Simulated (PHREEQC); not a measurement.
Consider water at 20 °C with 0.002 mol KH2PO4 and 0.035 mol Na2CO3 per kg of water. Closed to the air; pH follows from the charge balance.

Equilibrium calculation in PHREEQC: ion-association model, phreeqc.dat.

Each row changes one thing in this solution. Precipitation was switched off in this run.

```tsv
case	pH	ionic strength (mol/kgw)	Na+ (mol/kgw)	CO3-2 (mol/kgw)	NaCO3- (mol/kgw)	HCO3- (mol/kgw)
as made	10.97	0.0893	0.0614	0.0235	0.00842	0.00300
diluted 10-fold with water	10.82	(withheld)	0.00682	0.00262	0.000174	0.000705
Na2CO3 from 0.035 to 0.175 mol/kgw	11.25	0.356	0.265	0.0861	0.0844	0.00419
diluted 5-fold with water	(withheld)	0.0196	0.0134	(withheld)	0.000611	0.00106
Na2CO3 from 0.035 to 0.07 mol/kgw	11.11	0.163	0.116	0.0426	(withheld)	0.00347
0.0023 mol/kgw Na2B4O7 added	10.57	(withheld)	0.0665	0.0204	0.00787	0.00653
Na2CO3 from 0.035 to 0.0385 mol/kgw	10.99	0.0971	0.0671	0.0256	0.00976	0.00306
```

Question: Some entries are withheld; supply them.

Answer: 
- diluted 10-fold with water, ionic strength (mol/kgw): 0.00986
- diluted 5-fold with water, pH: 10.91
- diluted 5-fold with water, CO3-2 (mol/kgw): 0.00533
- Na2CO3 from 0.035 to 0.07 mol/kgw, NaCO3- (mol/kgw): 0.0238
- 0.0023 mol/kgw Na2B4O7 added, ionic strength (mol/kgw): 0.0910

Complexes and solids missing from the database can't appear.
